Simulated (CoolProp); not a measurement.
R134a at 293.15 K and 19.3 MPa flows at 0.52 m/s in a round tube of 6 mm bore and 15 µm roughness, fully developed (64/Re and Nu = 3.66 if laminar; Colebrook and Gnielinski if turbulent). Each further row changes one setting.

Computed with CoolProp (reference Helmholtz-energy equation of state, Tillner-Roth 1994).

| case | Reynolds number | Darcy friction factor | pressure drop (Pa/m) | heat-transfer coefficient (W/(m² K)) | mass flow (kg/h) |
|---|---|---|---|---|---|
| as stated | 15100 | 0.0320 | 939 | 1560 | 68.9 |
| velocity 1.04 m/s | 30200 | 0.0290 | 3410 | 3000 | 138 |
| diameter 12 mm | 30200 | 0.0265 | 389 | 1400 | 275 |

Viscosity comes from a separate model (Huber 2003), an estimate that may be off by 10 % or more. Thermal conductivity comes from a separate model (McLinden 2000), an estimate that may be off by 10 % or more.
